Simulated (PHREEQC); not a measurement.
A made-up water analysis in mg/kgw, 20 °C, pH 6.67, pe 11.2:

```
constituent          mg/kgw
------------------  -------
Na                    0.333
K                     0.807
Ca                     1.65
Mg                      0.7
Cl                     1.49
S(6) as SO4           0.569
Alkalinity as HCO3     6.89
Sr                    0.191
Cu(2)                0.0346
Zn                  0.00147
Cd                  0.00688
Ni                   0.0147
N(5) as NO3         0.00313
```

Valence states are taken as typed.

Model: ion-association model, wateq4f.dat, run in PHREEQC.

Each row changes one thing in this solution. Precipitation was switched off in this run.

| case | HCO3- (mol/kgw) | CO2 (mol/kgw) | Cu+2 (mol/kgw) | Ni+2 (mol/kgw) | Cu(OH)2 (mol/kgw) | CO3-2 (mol/kgw) | SI of Tenorite (CuO) | SI of Cu(OH)2 (Cu(OH)2) |
|---|---|---|---|---|---|---|---|---|
| as made | 0.000112 | 5.69e-5 | 3.34e-7 | 2.15e-7 | 1.42e-7 | 2.34e-8 | -0.98 | -2.00 |
| pH from 6.67 to 6.97 at the same alkalinity | 0.000112 | 2.84e-5 | 1.78e-7 | 1.90e-7 | 3.02e-7 | 4.64e-8 | -0.65 | -1.67 |
| all concentrations times 2 at the same typed pH | 0.000225 | 0.000113 | 6.15e-7 | 3.79e-7 | 2.54e-7 | 4.78e-8 | -0.73 | -1.75 |
| temperature from 20 to 40 °C at the same typed pH | 0.000112 | 4.67e-5 | 3.24e-7 | 2.03e-7 | 1.38e-7 | 3.33e-8 | -0.27 | -1.29 |
| Sr from 0.191 to 0.573 mg/kgw | 0.000112 | 5.69e-5 | 3.34e-7 | 2.15e-7 | 1.42e-7 | 2.34e-8 | -0.98 | -2.00 |

Species that the database lacks are ignored. Away from 25 °C the constants follow the database's enthalpies or fits; those with neither stay at their 25 °C values. The database's constant for dissolved Cu(OH)2 is higher than later reviews accept. The database's nickel carbonate constants are estimates that later reviews lower a good deal.
